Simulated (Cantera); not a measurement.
**Equilibrium for aluminium nitride and oxide growth: Al + NH3 + N2**

Input: 1 mol Al, 6.5 mol NH3, 4 mol N2, equilibrated at 0.100 bar.

Equilibrium computed with Cantera from the NASA thermochemical tables; the gas is ideal and each condensed phase is pure. Candidate condensed phases: Al, AlN; 13 gas species. Rates play no part.

| T (K) | x H2 | x N2 | x H | x Al | n AlN(s) |
|---|---|---|---|---|---|
| 773 | 0.591 | 0.409 | 2.21e-12 | <1e-12 | 1.00 |
| 873 | 0.591 | 0.409 | 1.14e-10 | <1e-12 | 1.00 |
| 973 | 0.591 | 0.409 | 2.63e-9 | <1e-12 | 1.00 |
| 1073 | 0.591 | 0.409 | 3.41e-8 | <1e-12 | 1.00 |
| 1173 | 0.591 | 0.409 | 2.87e-7 | <1e-12 | 1.00 |
| 1273 | 0.591 | 0.409 | 1.73e-6 | <1e-12 | 1.00 |
| 1373 | 0.591 | 0.409 | 8.09e-6 | 2.70e-11 | 1.00 |
| 1473 | 0.591 | 0.409 | 3.08e-5 | 1.20e-9 | 1.00 |
| 1573 | 0.591 | 0.409 | 9.88e-5 | 3.27e-8 | 1.000 |
| 1673 | 0.591 | 0.409 | 0.000277 | 5.96e-7 | 1.000 |
| 1773 | 0.590 | 0.409 | 0.000691 | 7.80e-6 | 1.000 |
| 1873 | 0.590 | 0.409 | 0.00157 | 7.73e-5 | 0.999 |
| 1973 | 0.588 | 0.408 | 0.00327 | 0.000604 | 0.989 |
| 2073 | 0.582 | 0.407 | 0.00635 | 0.00386 | 0.932 |
x: gas mole fraction; n: condensed amount in mol.

From 773 K to 2073 K the condensed part is AlN(s).
